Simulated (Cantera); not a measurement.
Input: 1 mol SiO₂, 0.045 mol Si, a varied amount of N₂, equilibrated at 1.00 bar.

Cantera equilibrium calculation (NASA polynomials, part measured and part estimated; ideal gas, pure solids and liquids). Candidate condensed phases: Si, SiO₂, Si₂N₂O, Si₃N₄; 16 gas species. Mutual solubility and eutectic melting of coexisting phases are not modelled. The tables hold silica as quartz up to 1696 K and as liquid above; real silica turns to tridymite and cristobalite and melts near 1996 K. Equilibrium is a limit: real reactors are often held back by kinetics, nucleation or transport.

Stable condensed phases, one row left out:

```
T in K \ n(N₂) in mol
         0.17 0.25 0.36 0.52 0.76  1.1  1.6  2.3  3.3  4.8    7
   2948     A    A    A    A    A    A    A    A    A    B    B
   2748     A    A    A    A    A    A    A    A    A    A    A
   2648     A    A    A    A    A    A    A    A    A    A    A
   2548     A    A    A    A    A    A    A    A    A    A    A
   2448     A    A    A    A    A    A    A    A    A    A    A
   2348     A    A    A    A    A    A    A    A    A    A    A
   2248     A    A    A    A    A    A    A    A    A    A    A
   2148     A    A    A    A    A    A    A    A    A    A    A
   2048     C    C    C    C    C    A    A    A    A    A    A
```

A: SiO₂; B: gas only; C: SiO₂ + Si₂N₂O.

**Question.** Give the row for 2848 K.

**Answer.** 0.17: SiO₂; 0.25: SiO₂; 0.36: SiO₂; 0.52: SiO₂; 0.76: SiO₂; 1.1: SiO₂; 1.6: SiO₂; 2.3: SiO₂; 3.3: SiO₂; 4.8: SiO₂; 7: SiO₂.
